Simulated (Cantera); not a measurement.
Charge: 1 mol PbO, 2.6 mol C, 0.48 mol N2, held at 825 °C and 6.90 bar.

Equilibrium computed with Cantera from the NASA thermochemical tables; the gas is ideal and each condensed phase is pure. Candidate condensed phases: C, Pb, PbO, PbO2, Pb3O4; 27 gas species. Equilibrium is a limit: real reactors are often held back by kinetics, nucleation or transport.

Base state: CO 0.482, N2 0.372, CO2 0.146, Pb 1.69e-5 (mole fractions); condensed: C(graphite) + Pb(l).

What changes in the equilibrium state with this change: pressure from 6.90 bar to 0.133 bar?


```csv
species,before,after
CO,0.482,0.668
N2,0.372,0.326
CO2,0.146,0.00543
Pb,1.69e-5,0.000876
"C(graphite), mol",1.79,1.61
"Pb(l), mol",1.000,0.999
```

What changes in the equilibrium state with this change: temperature from 825 °C to 1577 °C?


| species | before | after |
|---|---|---|
| CO | 0.482 | 0.639 |
| N2 | 0.372 | 0.307 |
| Pb | 1.69e-5 | 0.0542 |
| CO2 | 0.146 | 0.000157 |
| Pb2 | <1e-9 | 0.000135 |
| C(graphite), mol | 1.79 | 1.60 |
| Pb(l), mol | 1.000 | 0.915 |
